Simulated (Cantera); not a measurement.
A closed system holds: 1 mol S, 0.0039 mol SO2, 4.1 mol N2, held at 2025 °C and 3.90 bar.

Method: chemical equilibrium by Gibbs-energy minimisation in Cantera with the NASA 1993 tables (ideal gas, pure condensed phases). Candidate condensed phases: S; 17 gas species. The numbers say what is thermodynamically allowed, not how fast it happens.

Base state: N2 0.889, S2 0.107, S 0.00288, SO 0.00125, SO2 0.000150, S2O 0.000142, SN 4.41e-5 (mole fractions); condensed: gas only.

Problem. What changes in the equilibrium state with this change: temperature from 2025 °C to 227 °C?

Solution. 
```json
[
 {"species": "N2", "before": "0.889", "after": "0.998"},
 {"species": "S8", "before": "<1e-9", "after": "0.00140"},
 {"species": "SO2", "before": "0.000150", "after": "0.000949"},
 {"species": "S2", "before": "0.107", "after": "2.06e-6"},
 {"species": "S", "before": "0.00288", "after": "<1e-9"},
 {"species": "SO", "before": "0.00125", "after": "<1e-9"},
 {"species": "SN", "before": "4.41e-5", "after": "<1e-9"},
 {"species": "S2O", "before": "0.000142", "after": "2.25e-7"},
 {"species": "S(l), mol", "before": "0", "after": "0.954"}
]
```
Gases not in the tables: S3 to S7.
